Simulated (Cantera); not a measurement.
An adiabatic, constant-volume homogeneous reactor starts with H2 : O2 : N2 = 1 : 1.52 : 5.7 (molar parts), at 1575 K and 825 Torr. Integrator tolerance rtol = 1e-08.

Cantera simulation using GRI-Mech 3.0 (53 species, 325 reactions); the numbers are that mechanism's predictions, not measurements.

Problem. What does this change do: pressure from 825 Torr to 3750 Torr?

Solution. 
| quantity | before | after |
|---|---|---|
| time of steepest temperature rise | 11.7 µs | 2.58 µs |
| temperature at 8.00 s | 2474 K | 2506 K |
| equilibrium temperature | 2474 K | 2506 K |
| x(H2) at 8.00 s | 0.00144 (gas-phase equilibrium 0.00144) | 0.000803 (gas-phase equilibrium 0.000803) |
| x(O2) at 8.00 s | 0.120 (gas-phase equilibrium 0.120) | 0.120 (gas-phase equilibrium 0.120) |
| x(N2O) at 8.00 s | 1.09e-6 (gas-phase equilibrium 1.09e-6) | 2.48e-6 (gas-phase equilibrium 2.48e-6) |
| x(NO) at 8.00 s | 0.0160 (gas-phase equilibrium 0.0160) | 0.0170 (gas-phase equilibrium 0.0170) |
| x(H) at 8.00 s | 0.000670 (gas-phase equilibrium 0.000670) | 0.000269 (gas-phase equilibrium 0.000269) |
| x(H2O2) at 8.00 s | 3.57e-7 (gas-phase equilibrium 3.57e-7) | 8.40e-7 (gas-phase equilibrium 8.40e-7) |
The hydrogen kinetics of GRI-Mech 3.0 are dated; newer H2 mechanisms differ, most at raised pressure.

Problem. What does this change do: pressure from 825 Torr to 760 Torr?

Solution. 
```csv
quantity,before,after
time of steepest temperature rise,11.7 µs,12.7 µs
temperature at 8.00 s,2474 K,2471 K
equilibrium temperature,2474 K,2471 K
x(H2) at 8.00 s,0.00144 (gas-phase equilibrium 0.00144),0.00149 (gas-phase equilibrium 0.00149)
x(O2) at 8.00 s,0.120 (gas-phase equilibrium 0.120),0.120 (gas-phase equilibrium 0.120)
x(N2O) at 8.00 s,1.09e-6 (gas-phase equilibrium 1.09e-6),1.04e-6 (gas-phase equilibrium 1.04e-6)
x(NO) at 8.00 s,0.0160 (gas-phase equilibrium 0.0160),0.0159 (gas-phase equilibrium 0.0159)
x(H) at 8.00 s,0.000670 (gas-phase equilibrium 0.000670),0.000702 (gas-phase equilibrium 0.000702)
x(H2O2) at 8.00 s,3.57e-7 (gas-phase equilibrium 3.57e-7),3.40e-7 (gas-phase equilibrium 3.40e-7)
```
